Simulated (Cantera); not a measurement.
Feed: 1 mol B₂O₃, 13 mol NH₃, held at 1473 K and 35.0 mbar.

Method: chemical equilibrium by Gibbs-energy minimisation in Cantera with the NASA 1993 tables (ideal gas, pure condensed phases). Candidate condensed phases: B, BN, B₂O₃, B₃O₃H₃, H₂O; 39 gas species. Mutual solubility and eutectic melting of coexisting phases are not modelled. Equilibrium is a limit: real reactors are often held back by kinetics, nucleation or transport.

Base state: H₂ 0.745, N₂ 0.249, HBO₂ 0.00353, H₂O 0.00121, HBO 0.00100, B₂O₃ 0.000353, H 5.84e-5, B₂O₂ 1.08e-5 (mole fractions); condensed: BN(s) + B₂O₃(l).

Problem. What changes in the equilibrium state with this change: pressure from 35.0 mbar to 0.700 bar?

Solution. 
| species | before | after |
|---|---|---|
| H₂ | 0.745 | 0.746 |
| N₂ | 0.249 | 0.249 |
| H₂O | 0.00121 | 0.00328 |
| HBO₂ | 0.00353 | 0.00130 |
| B₂O₂ | 1.08e-5 | 1.99e-7 |
| NH₃ | 7.55e-7 | 1.51e-5 |
| B₂O₃ | 0.000353 | 1.76e-5 |
| BN(s), mol | 0.0427 | 0.0670 |
| B₂O₃(l), mol | 0.910 | 0.947 |
Gases not in the tables: H₃BO₃.

Problem. What changes in the equilibrium state with this change: pressure from 35.0 mbar to 0.140 bar?

Solution. 
```tsv
species	before	after
H₂	0.745	0.746
N₂	0.249	0.249
HBO₂	0.00353	0.00223
H₂O	0.00121	0.00192
B₂O₂	1.08e-5	1.70e-6
B₂O₃	0.000353	8.82e-5
HBO	0.00100	0.000398
H	5.84e-5	2.92e-5
BN(s), mol	0.0427	0.0491
B₂O₃(l), mol	0.910	0.939
```
Gases not in the tables: H₃BO₃.
